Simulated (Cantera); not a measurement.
A closed system holds: 1 mol C₂H₂, 0.15 mol CO₂, at 19.0 Pa.

Cantera equilibrium calculation (NASA polynomials, part measured and part estimated; ideal gas, pure solids and liquids). Candidate condensed phases: C, C₆H₆, C₇H₈, C₈H₁₈, H₂O; 110 gas species. Kinetics and transport are ignored.

**Question.** Which condensed phases are stable at each of these points (T (°C)): 1902, 1977, 2052, 2127, 2202, 2277, 2352, 2427, 2502, 2577, 2652, 2727?

**Answer.** 
```json
[
 {"T (°C)": "1902", "condensed phases": "C(graphite)", "C condensed (%)": "85.9"},
 {"T (°C)": "1977", "condensed phases": "C(graphite)", "C condensed (%)": "85.8"},
 {"T (°C)": "2052", "condensed phases": "C(graphite)", "C condensed (%)": "85.7"},
 {"T (°C)": "2127", "condensed phases": "C(graphite)", "C condensed (%)": "85.5"},
 {"T (°C)": "2202", "condensed phases": "C(graphite)", "C condensed (%)": "85.1"},
 {"T (°C)": "2277", "condensed phases": "C(graphite)", "C condensed (%)": "83.7"},
 {"T (°C)": "2352", "condensed phases": "C(graphite)", "C condensed (%)": "79.6"},
 {"T (°C)": "2427", "condensed phases": "C(graphite)", "C condensed (%)": "67.8"},
 {"T (°C)": "2502", "condensed phases": "C(graphite)", "C condensed (%)": "32.6"},
 {"T (°C)": "2577", "condensed phases": "gas only", "C condensed (%)": "0.0"},
 {"T (°C)": "2652", "condensed phases": "gas only", "C condensed (%)": "0.0"},
 {"T (°C)": "2727", "condensed phases": "gas only", "C condensed (%)": "0.0"}
]
```

From 1902 °C to 2502 °C the condensed part is C(graphite). From 2577 °C to 2727 °C nothing is condensed.
